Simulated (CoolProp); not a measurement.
Vapour-liquid equilibrium of CHF3 (R23) (1) + R143a (2) at 0.651 MPa; x and y are mole fractions of (1).

The numbers come from the multi-fluid Helmholtz-energy mixture model, Penoncello 2003 and Lemmon and Jacobsen 2000; pair parameters Bell 2016 in CoolProp.

```json
[
 {"x": "0.05", "bubble temperature, mixture model (K)": "271.3", "bubble temperature, Raoult's law (K)": "270.2", "y, mixture model": "0.129", "y, Raoult's law": "0.177"},
 {"x": "0.15", "bubble temperature, mixture model (K)": "264.6", "bubble temperature, Raoult's law (K)": "262.5", "y, mixture model": "0.354", "y, Raoult's law": "0.427"},
 {"x": "0.25", "bubble temperature, mixture model (K)": "258.4", "bubble temperature, Raoult's law (K)": "256.4", "y, mixture model": "0.529", "y, Raoult's law": "0.592"},
 {"x": "0.35", "bubble temperature, mixture model (K)": "252.8", "bubble temperature, Raoult's law (K)": "251.2", "y, mixture model": "0.660", "y, Raoult's law": "0.707"},
 {"x": "0.45", "bubble temperature, mixture model (K)": "247.9", "bubble temperature, Raoult's law (K)": "246.9", "y, mixture model": "0.756", "y, Raoult's law": "0.789"},
 {"x": "0.55", "bubble temperature, mixture model (K)": "243.8", "bubble temperature, Raoult's law (K)": "243.2", "y, mixture model": "0.827", "y, Raoult's law": "0.851"},
 {"x": "0.65", "bubble temperature, mixture model (K)": "240.3", "bubble temperature, Raoult's law (K)": "239.9", "y, mixture model": "0.881", "y, Raoult's law": "0.899"},
 {"x": "0.75", "bubble temperature, mixture model (K)": "237.2", "bubble temperature, Raoult's law (K)": "237.0", "y, mixture model": "0.922", "y, Raoult's law": "0.936"},
 {"x": "0.85", "bubble temperature, mixture model (K)": "234.5", "bubble temperature, Raoult's law (K)": "234.4", "y, mixture model": "0.956", "y, Raoult's law": "0.966"},
 {"x": "0.95", "bubble temperature, mixture model (K)": "232.1", "bubble temperature, Raoult's law (K)": "232.1", "y, mixture model": "0.986", "y, Raoult's law": "0.990"}
]
```

The largest gap from Raoult's law is +2.1 K in bubble temperature, at x = 0.15. No azeotrope shows between x = 0.05 and 0.95.

Pair parameters are fitted to limited data, so mixtures are less certain than the pure fluids.
